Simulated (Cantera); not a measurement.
Input: 1 mol SiH4, 0.6 mol N2, equilibrated at 13.0 Pa.

Method: chemical equilibrium by Gibbs-energy minimisation in Cantera with the NASA 1993 tables (ideal gas, pure condensed phases). Candidate condensed phases: Si, Si3N4; 18 gas species. N2 is the only nitrogen source here; it is nearly inert below about 1500 K, so the nitride shown seldom forms there in practice. Mutual solubility and eutectic melting of coexisting phases are not modelled. The numbers say what is thermodynamically allowed, not how fast it happens. All values below are at 1200 K.

Base state: H2 1.000, N2 0.000219, H 1.73e-5 (mole fractions); condensed: Si(s) + Si3N4(s).

Q: What changes in the equilibrium state with this change: 0.23 mol CO2 added?

A: 
```json
[
 {"species": "H2", "before": "1.000", "after": "0.928"},
 {"species": "N2", "before": "0.000219", "after": "0.0683"},
 {"species": "CO", "before": "0", "after": "0.00329"},
 {"species": "HCN", "before": "0", "after": "1.88e-5"},
 {"species": "H", "before": "1.73e-5", "after": "1.67e-5"},
 {"species": "Si(s), mol", "before": "0.101", "after": "0"},
 {"species": "Si3N4(s), mol", "before": "0.300", "after": "0"},
 {"species": "C(graphite), mol", "before": "0", "after": "0.129"},
 {"species": "SiC(s), mol", "before": "0", "after": "0.0942"},
 {"species": "Si2N2O(s), mol", "before": "0", "after": "0.453"}
]
```
Further candidate phases: C, C6H6, C7H8, C8H18, H2O, SiC, SiO2, Si2N2O.
